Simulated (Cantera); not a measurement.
Input: 1 mol CCl4, 0.22 mol H2, equilibrated at 3300 °C and 0.133 bar.

Cantera equilibrium calculation (NASA polynomials, part measured and part estimated; ideal gas, pure solids and liquids). The tables' values for CCl are old estimates; treat these amounts as uncertain. Kinetics and transport are ignored.

| species | before | after |
|---|---|---|
| Cl | 0.823 | 0.617 |
| H | 0.0661 | 0.235 |
| HCl | 0.0228 | 0.0605 |
| H2 | 0.00121 | 0.0152 |
| C3 | 0.0529 | 0.0393 |
| C2 | 0.0116 | 0.00951 |
| C | 0.0190 | 0.0172 |
| C2H2 (acetylene) | 8.10e-5 | 0.000836 |
| C4H2 | 2.26e-6 | 1.91e-5 |
| CH | 4.91e-5 | 0.000158 |
| C2H | 0.00150 | 0.00436 |
| C2HCl | 5.83e-5 | 0.000127 |
| Cl2 | 0.000189 | 0.000106 |
Gas species are given as mole fractions.

Name the change that produced these shifts.
A. H2 from 0.22 to 0.98 mol
B. pressure from 0.133 bar to 1.00 bar
C. pressure from 0.133 bar to 0.00270 bar
D. H2 from 0.22 to 0.11 mol

A, H2 from 0.22 to 0.98 mol
